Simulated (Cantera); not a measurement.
**Ignition delay**

Mixture: CH3OH : O2 : N2 = 1 : 3.12 : 11.8 (molar parts), at 79000 Pa, adiabatic and at constant pressure. Ignition delay is the time to a rise of 400 K.

Cantera simulation using GRI-Mech 3.0 (53 species, 325 reactions); the numbers are that mechanism's predictions, not measurements. GRI-Mech 3.0 was tuned for natural gas; its chemistry of methanol as a main component is partial and can be far from experiment.

```csv
T0 (K),delay (ms)
1200,13.9
1250,6.44
1300,3.21
1350,1.71
1400,0.974
1450,0.586
1500,0.371
1550,0.244
1600,0.167
1650,0.118
```

| Quantity | Value |
|---|---|
| apparent activation energy between 1550 and 1650 K | 160 kJ/mol |
